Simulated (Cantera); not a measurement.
A closed system holds: 1 mol Fe₂O₃, a varied amount of H₂, held at 2200 K and 23.0 mbar.

Equilibrium computed with Cantera from the NASA thermochemical tables; the gas is ideal and each condensed phase is pure. Candidate condensed phases: Fe, FeO, Fe(OH)₂, Fe(OH)₃, Fe₂O₃, Fe₃O₄, H₂O; 12 gas species. The numbers say what is thermodynamically allowed, not how fast it happens.

log p: log10 of the partial pressure in bar; nothing condenses.

```json
[
 {"n(H₂) (mol)": "20", "log p H₂": "-1.77", "log p H₂O": "-2.52", "log p Fe": "-2.69", "log p H": "-3.13", "log p OH": "…", "log p FeO": "-4.95"},
 {"n(H₂) (mol)": "38", "log p H₂": "-1.71", "log p H₂O": "-2.77", "log p Fe": "-2.95", "log p H": "-3.11", "log p OH": "…", "log p FeO": "-5.52"},
 {"n(H₂) (mol)": "76", "log p H₂": "-1.68", "log p H₂O": "-3.06", "log p Fe": "-3.24", "log p H": "-3.09", "log p OH": "…", "log p FeO": "-6.13"},
 {"n(H₂) (mol)": "150", "log p H₂": "-1.67", "log p H₂O": "-3.35", "log p Fe": "-3.53", "log p H": "-3.08", "log p OH": "…", "log p FeO": "-6.72"},
 {"n(H₂) (mol)": "290", "log p H₂": "-1.66", "log p H₂O": "-3.64", "log p Fe": "-3.81", "log p H": "-3.08", "log p OH": "…", "log p FeO": "-7.30"},
 {"n(H₂) (mol)": "570", "log p H₂": "-1.66", "log p H₂O": "-3.93", "log p Fe": "-4.10", "log p H": "-3.08", "log p OH": "…", "log p FeO": "-7.88"},
 {"n(H₂) (mol)": "1100", "log p H₂": "-1.66", "log p H₂O": "-4.21", "log p Fe": "-4.39", "log p H": "-3.08", "log p OH": "…", "log p FeO": "-8.46"},
 {"n(H₂) (mol)": "2200", "log p H₂": "-1.66", "log p H₂O": "-4.51", "log p Fe": "-4.69", "log p H": "-3.08", "log p OH": "…", "log p FeO": "-9.06"}
]
```

Task: Complete the blanks.

Result: 
- 20, log p OH: -4.74
- 38, log p OH: -5.02
- 76, log p OH: -5.33
- 150, log p OH: -5.62
- 290, log p OH: -5.91
- 570, log p OH: -6.20
- 1100, log p OH: -6.49
- 2200, log p OH: -6.79
